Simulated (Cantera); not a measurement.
A perfectly stirred reactor is fed with 39.5 % CH4, 51.4 % H2O, 9.09 % H2, at 0.987 atm; it is held at 2148 K, and followed from long to short residence time.

Cantera simulation using GRI-Mech 3.0 (53 species, 325 reactions); the numbers are that mechanism's predictions, not measurements.

Question: Predict: x(CH4) at τ = 2.00 s; x(H2O) at τ = 2.00 s; x(H2) at τ = 2.00 s; x(CH2O) at τ = 2.00 s; x(C2H4) at τ = 2.00 s; x(CH4) at τ = 71.0 ms; x(H2O) at τ = 71.0 ms; x(H2) at τ = 71.0 ms; x(CH2O) at τ = 71.0 ms; x(C2H4) at τ = 71.0 ms.

Answer: 
```
Item                       Value
----------------------  --------
x(CH4) at τ = 2.00 s    0.000617
x(H2O) at τ = 2.00 s      0.0634
x(H2) at τ = 2.00 s        0.712
x(CH2O) at τ = 2.00 s    1.30e-7
x(C2H4) at τ = 2.00 s    4.81e-7
x(CH4) at τ = 71.0 ms    0.00562
x(H2O) at τ = 71.0 ms     0.0887
x(H2) at τ = 71.0 ms       0.690
x(CH2O) at τ = 71.0 ms   9.44e-7
x(C2H4) at τ = 71.0 ms   3.05e-5
```
